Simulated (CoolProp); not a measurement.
Vapour-liquid equilibrium of hydrogen sulfide (1) + isobutane (2) at 0.525 MPa; x and y are mole fractions of (1).

Values from CoolProp's multi-fluid Helmholtz-energy mixture model, Lemmon 2006 and Bücker 2006; pair parameters Kunz 2012.

| x | bubble temperature (K) | y at the bubble point | dew temperature at overall composition x (K) | liquid density (mol/L) |
|---|---|---|---|---|
| 0.05 | 302.5 | 0.255 | 310.8 | 9.680 |
| 0.125 | [?] | 0.515 | 307.9 | 10.47 |
| 0.2 | 280.0 | 0.666 | 304.9 | [?] |
| 0.275 | 273.1 | 0.754 | 301.6 | 12.05 |
| 0.35 | [?] | 0.808 | 298.2 | 12.88 |
| 0.425 | 264.6 | 0.844 | 294.5 | 13.75 |
| 0.5 | 262.0 | [?] | 290.5 | 14.71 |
| 0.575 | 260.0 | 0.888 | 286.1 | 15.76 |
| 0.65 | 258.3 | 0.905 | 281.2 | 16.95 |
| 0.725 | [?] | 0.921 | 275.5 | 18.31 |
| 0.8 | 255.5 | 0.937 | 268.9 | 19.89 |
| 0.875 | 254.2 | 0.956 | 261.3 | [?] |
| 0.95 | 252.9 | 0.980 | 254.6 | 23.98 |

Question: What belongs in the gaps?

Answer: 
- 0.125, bubble temperature (K): 289.7
- 0.2, liquid density (mol/L): 11.26
- 0.35, bubble temperature (K): 268.1
- 0.5, y at the bubble point: 0.869
- 0.725, bubble temperature (K): 256.9
- 0.875, liquid density (mol/L): 21.76

No azeotrope shows between x = 0.05 and 0.95.

Pair parameters are fitted to limited data, so mixtures are less certain than the pure fluids.
